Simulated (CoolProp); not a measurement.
A single-stage vapour-compression cycle with the fluid: evaporating at 200.15 K (dew point), condensing at 265.15 K (bubble point), superheat 10 K, subcooling 5 K, compressor efficiency 0.75, no pressure losses. The same conditions are run with several fluids, on thermodynamics alone (safety and materials aside).

The numbers come from the reference Helmholtz-energy equation of state of each fluid (R22: Kamei 1995; C3F8 (R218): Lemmon 2006; CH2F2 (R32): Tillner-Roth 1997; R143a: Lemmon and Jacobsen 2000; R115: Lemmon 2016) in CoolProp.

Rank R22, C3F8 (R218), CH2F2 (R32), R143a, R115 by cooling COP, highest first.

R22 (1.79), R143a (1.78), R115 (1.72), CH2F2 (R32) (1.70), C3F8 (R218) (1.58)

```json
[
 {"fluid": "R22", "pressure ratio": "22.6", "discharge temperature (K)": "380.9", "refrigerating effect (kJ/kg)": "193", "volumetric capacity (kJ/m³)": "162"},
 {"fluid": "C3F8 (R218)", "pressure ratio": "23.1", "discharge temperature (K)": "275.7", "refrigerating effect (kJ/kg)": "65.8", "volumetric capacity (kJ/m³)": "98.4"},
 {"fluid": "CH2F2 (R32)", "pressure ratio": "20.9", "discharge temperature (K)": "428.2", "refrigerating effect (kJ/kg)": "315", "volumetric capacity (kJ/m³)": "284"},
 {"fluid": "R143a", "pressure ratio": "19.3", "discharge temperature (K)": "326.9", "refrigerating effect (kJ/kg)": "171", "volumetric capacity (kJ/m³)": "207"},
 {"fluid": "R115", "pressure ratio": "20.6", "discharge temperature (K)": "293.2", "refrigerating effect (kJ/kg)": "87.2", "volumetric capacity (kJ/m³)": "129"}
]
```
